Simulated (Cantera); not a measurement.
Charge: 1 mol V, 0.17 mol O2, 56 mol N2, at 1973.15 K and 79.0 Pa.

These are equilibrium values from Cantera (NASA tables, ideal gas, pure condensed phases), not measurements of a reactor. Candidate condensed phases: V, VN, VO, V2O3, V2O4, V2O5; 13 gas species. Mutual solubility and eutectic melting of coexisting phases are not modelled. VO: taken at fixed stoichiometry. Condensed phases not in the tables: V2N, N, O or C dissolved in the metal. Kinetics and transport are ignored.

Question: What is the equilibrium state?

Answer: 
- x(N2) = 0.996
- x(V) = 0.00193
- x(VO) = 0.00161
- x(VO2) = 0.000121
- n(V(s)) = 0.558 mol
- n(VO(s)) = 0.236 mol
- gas amount = 56.21 mol
- log10 activity of V2O5(l) (absent) = -14.29
